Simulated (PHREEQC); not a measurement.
1 kg of water holding 0.02 mol Na2CO3, 0.062 mol NaHCO3, 0.042 mol NaCl and 0.062 mol KCl is evaporated at 25 °C; the solids stay in contact with the brine. CO2 is held at log p = -3.4 (atm). Solids allowed: Halite, Kalicinite, Nahcolite, Natron, Sylvite, Trona. Others were left out.

Model: Pitzer model, pitzer.dat, run in PHREEQC.

Q: Predict ionic strength, water activity, Cl in solution (mol/kgw) at water left (kg) = 0.8221, 0.06464, 0.03612, 0.01272, 0.006571.

A: 
| water left (kg) | ionic strength | water activity | Cl in solution (mol/kgw) |
|---|---|---|---|
| 0.8221 | 0.290 | 0.993 | 0.127 |
| 0.06464 | 3.89 | 0.914 | 1.61 |
| 0.03612 | 7.00 | 0.834 | 2.88 |
| 0.01272 | 8.30 | 0.736 | 5.75 |
| 0.006571 | 8.33 | 0.713 | 6.50 |
